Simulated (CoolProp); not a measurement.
Properties of R407C at several states.

Values from CoolProp's reference Helmholtz-energy equation of state, Lemmon 2003. It is a pseudo-pure fit of the blend.

```
T (°C)  p (MPa)   phase  Joule-Thomson coefficient (K/MPa)  isothermal compressibility (1/MPa)  expansivity (1/kK)
------  -------  ------  ---------------------------------  ----------------------------------  ------------------
-35.15     1.84  liquid                                  …                                   …               2.284
-61.65    0.241  liquid                                  …                            0.001352               2.059
-47.65      7.7  liquid                                  …                            0.001455               2.028
-5.85    0.0892     gas                              30.87                               11.46               4.066
18.85      22.1  liquid                                  …                                   …                   …
```

**Question.** Fill in the missing entries.

**Answer.** 
- -35.15, Joule-Thomson coefficient (K/MPa): -0.2543
- -35.15, isothermal compressibility (1/MPa): 0.001924
- -61.65, Joule-Thomson coefficient (K/MPa): -0.3047
- -47.65, Joule-Thomson coefficient (K/MPa): -0.2984
- 18.85, Joule-Thomson coefficient (K/MPa): -0.2036
- 18.85, isothermal compressibility (1/MPa): 0.002582
- 18.85, expansivity (1/kK): 2.244
